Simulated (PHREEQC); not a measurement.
A PHREEQC input (ion-association model, phreeqc.dat):

```
SOLUTION 1
  temp 19
  units mg/kgw
  pH 7
  pe 10.7
  Na 3.88
  K 0.165
  Ca 5.08
  Mg 2.38
  Cl 13.5
  S(6) 1.26 as S
  Alkalinity 13 as HCO3
  O(0) 0.0438
  B 0.00483
END
USE solution 1
EQUILIBRIUM_PHASES 1
  Quartz 0 0.5
  CO2(g) -3.4 10
END
```

The run finishes without an error or a warning.

Its last state differs from that of the intended input:

```json
[
 {"quantity": "ionic strength (mol/kgw)", "as run": "0.000906", "intended": "0.000856"},
 {"quantity": "SO4-2 (mol/kgw)", "as run": "3.81e-5", "intended": "1.27e-5"},
 {"quantity": "CaSO4 (mol/kgw)", "as run": "6.23e-7", "intended": "2.10e-7"},
 {"quantity": "MgSO4 (mol/kgw)", "as run": "5.67e-7", "intended": "1.91e-7"},
 {"quantity": "NaSO4- (mol/kgw)", "as run": "2.71e-8", "intended": "9.07e-9"}
]
```

Question: One thing in the input isn't as intended. What explains the difference?

Answer: Several could match; the one computed here: The fault: sulfate typed 'as S' though the number is for SO4. The line should read `as SO4` where the input has `as S`.
